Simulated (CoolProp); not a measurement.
Properties of toluene along the isobar 0.817 MPa (Tc = 591.7 K, pc = 4.126 MPa, ω = 0.266).

The numbers come from the reference Helmholtz-energy equation of state, Lemmon 2006 in CoolProp. It is a short technical equation, of lower accuracy than the large ones.

```json
[
 {"T (K)": "432.9", "phase": "liquid", "density (kg/m³)": "726.9", "cp (kJ/(kg K))": "2.195", "conductivity (mW/(m K))": "96.0"},
 {"T (K)": "445.6", "phase": "liquid", "density (kg/m³)": "711.9", "cp (kJ/(kg K))": "2.250", "conductivity (mW/(m K))": "93.2"},
 {"T (K)": "458.3", "phase": "liquid", "density (kg/m³)": "696.1", "cp (kJ/(kg K))": "2.307", "conductivity (mW/(m K))": "90.6"},
 {"T (K)": "471", "phase": "liquid", "density (kg/m³)": "679.4", "cp (kJ/(kg K))": "2.368", "conductivity (mW/(m K))": "88.2"},
 {"T (K)": "483.7", "phase": "gas", "density (kg/m³)": "22.41", "cp (kJ/(kg K))": "1.978", "conductivity (mW/(m K))": "27.8"},
 {"T (K)": "496.5", "phase": "gas", "density (kg/m³)": "21.40", "cp (kJ/(kg K))": "1.990", "conductivity (mW/(m K))": "29.2"},
 {"T (K)": "509.2", "phase": "gas", "density (kg/m³)": "20.52", "cp (kJ/(kg K))": "2.007", "conductivity (mW/(m K))": "30.6"},
 {"T (K)": "521.9", "phase": "gas", "density (kg/m³)": "19.75", "cp (kJ/(kg K))": "2.028", "conductivity (mW/(m K))": "32.1"},
 {"T (K)": "534.6", "phase": "gas", "density (kg/m³)": "19.05", "cp (kJ/(kg K))": "2.052", "conductivity (mW/(m K))": "33.5"},
 {"T (K)": "547.3", "phase": "gas", "density (kg/m³)": "18.41", "cp (kJ/(kg K))": "2.077", "conductivity (mW/(m K))": "35.0"},
 {"T (K)": "560", "phase": "gas", "density (kg/m³)": "17.83", "cp (kJ/(kg K))": "2.103", "conductivity (mW/(m K))": "36.5"},
 {"T (K)": "572.7", "phase": "gas", "density (kg/m³)": "17.29", "cp (kJ/(kg K))": "2.129", "conductivity (mW/(m K))": "38.0"},
 {"T (K)": "585.4", "phase": "gas", "density (kg/m³)": "16.80", "cp (kJ/(kg K))": "2.156", "conductivity (mW/(m K))": "39.5"},
 {"T (K)": "598.2", "phase": "gas", "density (kg/m³)": "16.33", "cp (kJ/(kg K))": "2.183", "conductivity (mW/(m K))": "41.0"}
]
```

Thermal conductivity comes from a separate model (Assael 2012).
